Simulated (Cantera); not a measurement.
A closed system holds: 1 mol Si₂Cl₆, 4.9 mol N₂, held at 1173 K and 0.133 bar.

These are equilibrium values from Cantera (NASA tables, ideal gas, pure condensed phases), not measurements of a reactor. Candidate condensed phases: Si, Si₃N₄; 13 gas species. The feed counts by its element totals alone. N₂ is the only nitrogen source here; it is nearly inert below about 1500 K, so the nitride shown seldom forms there in practice. The tables' values for SiCl₃ are old estimates; treat these amounts as uncertain. The numbers say what is thermodynamically allowed, not how fast it happens.

Base state: N₂ 0.753, SiCl₄ 0.246, SiCl₃ 0.00146, SiCl₂ 8.54e-5 (mole fractions); condensed: Si₃N₄(s).

Problem. What changes in the equilibrium state with this change: Si₂Cl₆ replaced by SiHCl₃?

Solution. 
```
species         before     after
-------------  -------  --------
N₂               0.753     0.761
HCl                  0     0.129
SiCl₄            0.246    0.0909
H₂                   0    0.0178
SiHCl₃               0  0.000292
SiCl₃          0.00146  0.000690
Si₃N₄(s), mol    0.166     0.148
```
Further candidate phases: NH₄Cl.
